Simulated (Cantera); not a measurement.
Cantera run:

```python
import numpy as np
import cantera as ct

gas_names = """
    H H2 N NH NH2 NH3 N2 N2H2 N2H4 Si SiH SiH2 SiH3 SiH4 SiN Si2 Si2N Si3
""".split()
cond_names = """
    Si(cr) Si(L) Si3N4(a)
""".split()


# ... load() reads the species with a 1 bar reference pressure and builds the phases ...
atoms = {
    'Si3N4': {'Si': 3, 'N': 4},
    'H2': {'H': 2},
    'N2': {'N': 2},
}
top_T = {'Si3N4(a)': 2400}  # K; cautious upper limits of use, not melting points


# ... equilibrate(T, P, feed) seeds the gas with the atoms and calls Mixture.equilibrate('TP', solver="vcs", rtol=1e-11, max_steps=5000) ...
results = []
feed = {'Si3N4': 1, 'H2': 150, 'N2': 9.4}  # mol
T = 1548  # K
P = 1200  # Pa
mix = equilibrate(T, P, feed)
results.append((T, P, feed, dict(zip(mix.species_names, mix.species_moles))))
print(gas.report(threshold=1e-06))
for i in range(1, mix.n_phases):
    print(f"{mix.phase(i).name:16s} {mix.phase_moles(i):12.5e} mol")
```

Output:

```
       temperature   1548 K
          pressure   1200 Pa
           density   0.00033086 kg/m^3
  mean mol. weight   3.5487 kg/kmol
   phase of matter   gas

                          1 kg             1 kmol
                     ---------------   ---------------
          enthalpy        1.0729e+07        3.8075e+07  J
   internal energy        7.1023e+06        2.5204e+07  J
           entropy             62637        2.2228e+05  J/K
    Gibbs function       -8.6233e+07       -3.0602e+08  J
 heat capacity c_p            9210.7             32686  J/K
 heat capacity c_v            6867.7             24372  J/K

                      mass frac. Y      mole frac. X     chem. pot. / RT
                     ---------------   ---------------   ---------------
                 H        7.7443e-05        0.00027264           -11.589
                H2           0.53444           0.94076           -23.179
                N2           0.46547          0.058964           -33.363
     [  +15 minor]         1.603e-05        1.9894e-06

Si(cr)            0.00000e+00 mol
Si3N4(a)          9.99901e-01 mol
```

These are equilibrium values from Cantera (NASA tables, ideal gas, pure condensed phases), not measurements of a reactor.
